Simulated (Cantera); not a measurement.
# Dilute partial oxidation

A perfectly stirred reactor is fed with 2.31 % CH4, 1.63 % O2, 96.1 % N2, at 750 Torr; it is held at 1200 K, and followed from long to short residence time.

Model: GRI-Mech 3.0 (53 species, 325 reactions), integrated in Cantera.

```tsv
τ (s)	x CH4	x O2	x CO	x NO	x NO2
2.1	0.0108	0.00397	0.00814	1.57e-10	4.44e-12
1.1	0.0128	0.00658	0.00645	1.15e-10	6.73e-12
0.58	0.0223	0.0158	0.000275	<1e-12	<1e-12
0.30	0.0229	0.0162	4.50e-5	<1e-12	<1e-12
0.16	0.0230	0.0163	8.58e-6	<1e-12	<1e-12
0.082	0.0230	0.0163	1.63e-6	<1e-12	<1e-12
0.043	0.0230	0.0163	3.46e-7	<1e-12	<1e-12
0.022	0.0231	0.0163	6.64e-8	<1e-12	<1e-12
0.012	0.0231	0.0163	1.29e-8	<1e-12	<1e-12
0.0060	0.0231	0.0163	1.47e-9	<1e-12	<1e-12
0.0031	0.0231	0.0163	1.47e-10	<1e-12	<1e-12
```
x: mole fraction; the columns are a selection and need not sum to one.
